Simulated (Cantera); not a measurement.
Cantera run, input and output.

```python
import numpy as np
import cantera as ct

gas = ct.Solution("gri30.yaml")
gas.TPX = 1975, 1500, {'NO': 1, 'N2': 0.13}
reactor = ct.IdealGasConstPressureReactor(gas, energy="off", clone=False)
net = ct.ReactorNet([reactor])
net.rtol, net.atol = 1e-08, 1e-18
show = ['NO', 'N2O', 'O', 'O2', 'NO2']
times = np.geomspace(7e-05, 60, 14)

steps = ct.SolutionArray(gas, extra=["t"])
rows = []
print(f"{'t/s':>10s}{'T/K':>9s}{'P/Pa':>11s}" + "".join(f"{s:>11s}" for s in show))
for t in times:
    while net.time < t:
        t_next = net.step()
        steps.append(gas.state, t=t_next)
    rows.append([np.interp(t, steps.t, y) for y in (steps.T, steps.P, *steps(*show).X.T)])
    print(f"{t:10.3e}{rows[-1][0]:9.1f}{rows[-1][1]:11.4g}" + "".join(f"{x:11.3e}" for x in rows[-1][2:]))
rate = np.gradient(steps.T, steps.t)
print("integrator steps:", len(steps.t))
if steps.T.max() > steps.T[0] + 200:
    print(f"time of steepest temperature rise: {steps.t[rate.argmax()]:.4e} s")
gas.TPX = 1975, 1500, {'NO': 1, 'N2': 0.13}
gas.equilibrate("TP")
print(f"equilibrium (TP): T = {gas.T:.1f} K  " + "  ".join(f"{s} {gas[s].X[0]:.3e}" for s in show))
```

It prints:

```
       t/s      T/K       P/Pa         NO        N2O          O         O2        NO2
 7.000e-05   1975.0       1500  8.850e-01  7.939e-07  7.952e-07  5.004e-10  4.948e-10
 2.002e-04   1975.0       1500  8.850e-01  2.266e-06  2.276e-06  4.059e-09  3.979e-09
 5.726e-04   1975.0       1500  8.849e-01  6.443e-06  6.528e-06  3.338e-08  3.192e-08
 1.638e-03   1975.0       1500  8.849e-01  1.812e-05  1.882e-05  2.752e-07  2.448e-07
 4.684e-03   1975.0       1500  8.848e-01  4.939e-05  5.508e-05  2.346e-06  1.683e-06
 1.340e-02   1975.0       1500  8.846e-01  1.228e-04  1.659e-04  2.204e-05  8.498e-06
 3.832e-02   1975.0       1500  8.837e-01  2.337e-04  4.572e-04  2.267e-04  2.193e-05
 1.096e-01   1975.0       1500  8.805e-01  2.642e-04  7.579e-04  1.599e-03  3.036e-05
 3.135e-01   1975.0       1500  8.707e-01  2.483e-04  8.496e-04  6.431e-03  3.792e-05
 8.966e-01   1975.0       1500  8.413e-01  2.189e-04  1.018e-03  2.099e-02  5.508e-05
 2.564e+00   1975.0       1500  7.516e-01  1.554e-04  1.394e-03  6.559e-02  8.582e-05
 7.335e+00   1975.0       1500  5.053e-01  5.860e-05  2.076e-03  1.882e-01  1.018e-04
 2.098e+01   1975.0       1500  1.437e-01  4.081e-06  2.771e-03  3.686e-01  4.165e-05
 6.000e+01   1975.0       1500  2.031e-02  1.129e-07  2.970e-03  4.302e-01  6.392e-06
integrator steps: 932
equilibrium (TP): T = 1975.0 K  NO 8.653e-03  N2O 4.999e-08  O 2.988e-03  O2 4.360e-01  NO2 2.743e-06
```

Computed with Cantera and GRI-Mech 3.0 (53 species, 325 reactions). Radical loss at walls, strong at low pressure, is not modelled.
